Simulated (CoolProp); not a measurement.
Oxygen along the isobar 17.7 MPa: density (kg/m³) from the reference equation and from simpler models built on Tc = -118.6 °C, pc = 5.046 MPa, ω = 0.022; each cubic takes its own stable root.

Model: reference Helmholtz-energy equation of state, Schmidt 1985, in CoolProp.

```
T (°C)           phase  reference  van der Waals  Redlich-Kwong  Soave-Redlich-Kwong
-------  -------------  ---------  -------------  -------------  -------------------
-185.55         liquid       1187          833.9            [?]                 1193
-179.55         liquid       1161          820.1           1177                 1168
-173.55         liquid       1135          806.0           1149                 1141
-167.45         liquid       1108          791.2           1119                 1112
-161.45         liquid       1081          776.3           1088                 1083
-155.45         liquid       1053          760.9           1056                 1052
-149.45         liquid       1024          745.0           1022                 1020
-143.35         liquid      993.4            [?]          986.5                985.2
-137.35         liquid      962.2          711.6          950.0                949.5
-131.35         liquid      929.6            [?]          912.1                912.0
-125.25         liquid        [?]          675.9          871.9                872.1
-119.25         liquid      858.8          657.4          831.0                831.0
-113.25  supercritical      820.7          638.2          788.7                788.2
-107.15  supercritical      779.8          618.0          744.6                743.3
```

Q: Complete the blanks.

A: 
- -185.55, Redlich-Kwong: 1204
- -143.35, van der Waals: 728.5
- -131.35, van der Waals: 694.2
- -125.25, reference: 894.8
